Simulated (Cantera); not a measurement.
Ignition delay

Mixture: 9.71 % CO, 3.79 % H₂, 16.9 % O₂, 63.4 % N₂, 6.21 % H₂O, at 10.0 bar, adiabatic and at constant volume. Ignition delay is the time to a rise of 400 K.

Computed with Cantera and GRI-Mech 3.0 (53 species, 325 reactions). The hydrogen kinetics of GRI-Mech 3.0 are dated; newer H2 mechanisms differ, most at raised pressure. Where the delays flatten at high temperature, the 400 K rule measures the pace of heat release, not the induction time.

```
T0 (K)  delay (ms)
------  ----------
1150         0.409
1250        0.0578
1350        0.0123
1450       0.00572
1550       0.00376
1650       0.00290
1750       0.00244
```
